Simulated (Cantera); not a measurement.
Thermodynamics of silicon etching in halogen gases, feed Si + HCl + H2

Feed: 1 mol Si, 5.6 mol HCl, 5.6 mol H2, equilibrated at 140 Pa.

Cantera equilibrium calculation (NASA polynomials, part measured and part estimated; ideal gas, pure solids and liquids). Candidate condensed phases: Si; 19 gas species. The tables' values for SiCl3, SiCl are old estimates; treat these amounts as uncertain. Rates play no part.

| T (K) | log p H2 | log p HCl | log p SiCl4 | log p SiCl2 | log p SiCl3 |
|---|---|---|---|---|---|
| 798 | -2.98 | -3.66 | -3.86 | -9.94 | -7.93 |
| 898 | -2.98 | -3.65 | -3.87 | -7.76 | -6.66 |
| 998 | -2.98 | -3.64 | -3.89 | -6.05 | -5.67 |
| 1098 | -3.00 | -3.58 | -3.98 | -4.86 | -4.99 |
| 1198 | -3.03 | -3.46 | -4.28 | -4.25 | -4.74 |
| 1298 | -3.07 | -3.39 | -4.84 | -4.02 | -4.82 |
| 1398 | -3.08 | -3.36 | -5.55 | -3.94 | -5.06 |
| 1498 | -3.08 | -3.35 | -6.24 | -3.92 | -5.33 |
| 1598 | -3.08 | -3.35 | -6.86 | -3.91 | -5.58 |
log p: log10 of the partial pressure in bar; nothing condenses.

From 798 K to 1598 K nothing is condensed. The main Si-bearing gas is SiCl4 at 798 K and SiCl2 at 1598 K.
